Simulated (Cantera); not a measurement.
Boron, boron nitride and boron oxide: borazine + NH₃ + H₂

Input: 1 mol borazine, a varied amount of NH₃, 2.5 mol H₂, held at 0.000350 bar.

Cantera equilibrium calculation (NASA polynomials, part measured and part estimated; ideal gas, pure solids and liquids). Candidate condensed phases: B, BN; 15 gas species. The feed counts by its element totals alone. Mutual solubility and eutectic melting of coexisting phases are not modelled. The numbers say what is thermodynamically allowed, not how fast it happens.

Stable condensed phases:

```
T in °C \ n(NH₃) in mol
         0.39 0.59 0.88  1.3    2    3  4.5  6.7
   2150     A    A    A    A    A    A    A    B
   2000     A    A    A    A    A    A    A    A
   1850     A    A    A    A    A    A    A    A
   1700     A    A    A    A    A    C    C    C
   1550     D    D    D    D    D    D    D    D
   1400     D    D    D    D    D    D    D    D
   1250     D    D    D    D    D    D    D    D
   1100     D    D    D    D    D    D    D    D
    950     D    D    D    D    D    D    D    D
    800     D    D    D    D    D    D    D    D
    650     D    D    D    D    D    D    D    D
    500     D    D    D    D    D    D    D    D
```

A: B; B: gas only; C: B + BN; D: BN.
